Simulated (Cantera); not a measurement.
**Si(CH3)4 + C2H2 + H2 (silicon carbide growth)**

Charge: 1 mol Si(CH3)4, 0.72 mol C2H2, a varied amount of H2, equilibrated at 2598 K and 750 Torr.

Cantera equilibrium calculation (NASA polynomials, part measured and part estimated; ideal gas, pure solids and liquids). Candidate condensed phases: C, C6H6, C7H8, C8H18, Si, SiC; 87 gas species. Gases not in the tables: Si2H6 and higher silanes. Equilibrium is a limit: real reactors are often held back by kinetics, nucleation or transport.

From 75 mol H2 to 150 mol H2 the condensed part is C(graphite) + SiC(s). From 230 mol H2 to 770 mol H2 nothing is condensed. The main Si-bearing gas is Si throughout.

```json
[
 {"n(H2) (mol)": "75", "x H2": "0.942", "x H": "0.0370", "x C2H2 (acetylene)": "0.0152", "x Si": "0.00287", "x SiC2": "0.000977", "x SiH": "0.000638", "n C(graphite)": "2.13", "n SiC(s)": "0.498"},
 {"n(H2) (mol)": "150", "x H2": "0.942", "x H": "0.0370", "x C2H2 (acetylene)": "0.0152", "x Si": "0.00287", "x SiC2": "0.000977", "x SiH": "0.000638", "n C(graphite)": "0.0149", "n SiC(s)": "0.0377"},
 {"n(H2) (mol)": "230", "x H2": "0.948", "x H": "0.0371", "x C2H2 (acetylene)": "0.0104", "x Si": "0.00224", "x SiC2": "0.000517", "x SiH": "0.000499", "n C(graphite)": "0", "n SiC(s)": "0"},
 {"n(H2) (mol)": "310", "x H2": "0.952", "x H": "0.0371", "x C2H2 (acetylene)": "0.00785", "x Si": "0.00180", "x SiC2": "0.000314", "x SiH": "0.000402", "n C(graphite)": "0", "n SiC(s)": "0"},
 {"n(H2) (mol)": "380", "x H2": "0.954", "x H": "0.0372", "x C2H2 (acetylene)": "0.00648", "x Si": "0.00154", "x SiC2": "0.000221", "x SiH": "0.000344", "n C(graphite)": "0", "n SiC(s)": "0"},
 {"n(H2) (mol)": "460", "x H2": "0.955", "x H": "0.0372", "x C2H2 (acetylene)": "0.00540", "x Si": "0.00132", "x SiC2": "0.000157", "x SiH": "0.000295", "n C(graphite)": "0", "n SiC(s)": "0"},
 {"n(H2) (mol)": "540", "x H2": "0.956", "x H": "0.0372", "x C2H2 (acetylene)": "0.00463", "x Si": "0.00115", "x SiC2": "0.000118", "x SiH": "0.000258", "n C(graphite)": "0", "n SiC(s)": "0"},
 {"n(H2) (mol)": "620", "x H2": "0.957", "x H": "0.0372", "x C2H2 (acetylene)": "0.00406", "x Si": "0.00102", "x SiC2": "9.15e-5", "x SiH": "0.000229", "n C(graphite)": "0", "n SiC(s)": "0"},
 {"n(H2) (mol)": "690", "x H2": "0.958", "x H": "0.0373", "x C2H2 (acetylene)": "0.00366", "x Si": "0.000931", "x SiC2": "7.51e-5", "x SiH": "0.000208", "n C(graphite)": "0", "n SiC(s)": "0"},
 {"n(H2) (mol)": "770", "x H2": "0.958", "x H": "0.0373", "x C2H2 (acetylene)": "0.00329", "x Si": "0.000844", "x SiC2": "6.12e-5", "x SiH": "0.000189", "n C(graphite)": "0", "n SiC(s)": "0"}
]
```
x: gas mole fraction; n: condensed amount in mol.
